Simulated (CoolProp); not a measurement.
Saturated liquid density (kg/m³) of ammonia: the reference equation beside estimates from Tc = 405.6 K, pc = 11.36 MPa, ω = 0.256.

Computed with CoolProp (reference Helmholtz-energy equation of state, Gao 2020).

```csv
T (K),reference,Redlich-Kwong,Soave-Redlich-Kwong
310.1,584.5,439.7,460.2
314.9,576.8,432.6,453.3
319.6,569.0,425.5,446.2
324.3,561.0,418.2,438.9
329,552.8,410.6,431.3
333.7,544.3,402.8,423.3
338.5,535.3,394.5,414.9
343.2,526.2,386.1,406.3
347.9,516.8,377.4,397.2
352.6,506.9,368.3,387.7
```

Absolute difference from the reference over all 10 rows, mean and median: Redlich-Kwong 25.9 and 25.9 %, Soave-Redlich-Kwong 22.2 and 22.1 %.
